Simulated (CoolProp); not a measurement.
A single-stage vapour-compression cycle with c-C4F8 (RC318): evaporating at 264.15 K (dew point), condensing at 310.15 K (bubble point), superheat 10 K, subcooling 8 K, compressor efficiency 0.75, no pressure losses. Each further row changes one setting.

The numbers come from the reference Helmholtz-energy equation of state, Platzer 1990 in CoolProp. This equation is an older, rougher fit; its heat capacities, sound speeds and derivatives of the liquid may be far off and weren't checked against measurements.

| case | cooling COP | pressure ratio | discharge temperature (K) | refrigerating effect (kJ/kg) | volumetric capacity (kJ/m³) |
|---|---|---|---|---|---|
| as stated | 3.54 | 5.05 | 310.7 | 84.3 | 684 |
| evaporating temperature 269.15 K | 4.19 | 4.10 | 311.4 | 87.8 | 867 |
| condensing temperature 305.15 K | 4.14 | 4.35 | 307.1 | 89.9 | 730 |
| subcooling 13 K | 3.77 | 5.05 | 310.7 | 89.9 | 730 |
| superheat 20 K | 3.68 | 5.05 | 320.8 | 91.9 | 717 |
| compressor efficiency 0.65 | 3.07 | 5.05 | 314.9 | 84.3 | 684 |
